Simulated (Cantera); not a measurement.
## Hydrocarbon pyrolysis for carbon deposition

An isothermal, constant-pressure homogeneous reactor starts with 1.92 % C3H8, 98.1 % H2, at 1550 K and 1330 Pa.

Computed with Cantera and GRI-Mech 3.0 (53 species, 325 reactions). GRI-Mech 3.0 was tuned for natural gas; its chemistry of propane as a main component is partial and can be far from experiment. GRI-Mech 3.0 stops at C3 and has no aromatics, soot or wall deposition, so with more carbon than oxygen in the feed, carbon stays in small species such as C2H2 where larger ones or solid carbon would form. Radical loss at walls, strong at low pressure, is not modelled.

```json
[
 {"t (s)": "0.000400", "x C3H8": "0.00734", "x H2": "0.966", "x CH3": "0.00309", "x C2H4": "0.00989", "x C2H6": "0.000257", "x C2H2": "0.000255", "x CH4": "0.0104"},
 {"t (s)": "0.00108", "x C3H8": "0.000108", "x H2": "0.958", "x CH3": "0.00147", "x C2H4": "0.0132", "x C2H6": "5.35e-5", "x C2H2": "0.00364", "x CH4": "0.0206"},
 {"t (s)": "0.00291", "x C3H8": "2.60e-8", "x H2": "0.959", "x CH3": "0.000757", "x C2H4": "0.00829", "x C2H6": "9.01e-6", "x C2H2": "0.00870", "x CH4": "0.0213"},
 {"t (s)": "0.00783", "x C3H8": "1.03e-9", "x H2": "0.960", "x CH3": "0.000421", "x C2H4": "0.00430", "x C2H6": "4.62e-6", "x C2H2": "0.0127", "x CH4": "0.0215"},
 {"t (s)": "0.0211", "x C3H8": "3.57e-10", "x H2": "0.961", "x CH3": "0.000259", "x C2H4": "0.00158", "x C2H6": "2.60e-6", "x C2H2": "0.0155", "x CH4": "0.0215"},
 {"t (s)": "0.0569", "x C3H8": "1.43e-10", "x H2": "0.961", "x CH3": "0.000181", "x C2H4": "0.000308", "x C2H6": "1.63e-6", "x C2H2": "0.0168", "x CH4": "0.0214"},
 {"t (s)": "0.153", "x C3H8": "6.83e-11", "x H2": "0.961", "x CH3": "0.000134", "x C2H4": "7.09e-5", "x C2H6": "1.10e-6", "x C2H2": "0.0171", "x CH4": "0.0212"},
 {"t (s)": "0.413", "x C3H8": "3.90e-11", "x H2": "0.961", "x CH3": "0.000107", "x C2H4": "5.89e-5", "x C2H6": "8.02e-7", "x C2H2": "0.0173", "x CH4": "0.0209"},
 {"t (s)": "1.11", "x C3H8": "3.18e-11", "x H2": "0.962", "x CH3": "9.92e-5", "x C2H4": "5.73e-5", "x C2H6": "7.08e-7", "x C2H2": "0.0176", "x CH4": "0.0201"},
 {"t (s)": "3.00", "x C3H8": "2.51e-11", "x H2": "0.963", "x CH3": "9.17e-5", "x C2H4": "5.64e-5", "x C2H6": "6.02e-7", "x C2H2": "0.0185", "x CH4": "0.0184"}
]
```
x: mole fraction; the columns are a selection and need not sum to one.

Equilibrium at this temperature and pressure: C3H8 <1e-12, H2 0.972, CH3 5.93e-6, C2H4 6.01e-5, C2H6 4.65e-9, C2H2 0.0267, CH4 0.00105 (gas phase only).
